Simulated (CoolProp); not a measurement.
Vapour-liquid equilibrium of dimethyl ether (1) + R134a (2) at 204 K; x and y are mole fractions of (1).

Values from CoolProp's multi-fluid Helmholtz-energy mixture model, Wu 2011 and Tillner-Roth 1994; pair parameters Bell 2016.

Problem. Give the bubble pressure and the first vapour's composition at x = 0.25, 0.35, 0.95. Is there an azeotrope?

Solution. x = 0.25: 7.982 kPa, y = 0.216; x = 0.35: 7.844 kPa, y = 0.323; x = 0.95: 8.730 kPa, y = 0.970. y crosses x between x = 0.45 and 0.55: the model has an azeotrope there.

The pair parameters rest on a limited set of measurements; away from them the model extrapolates.
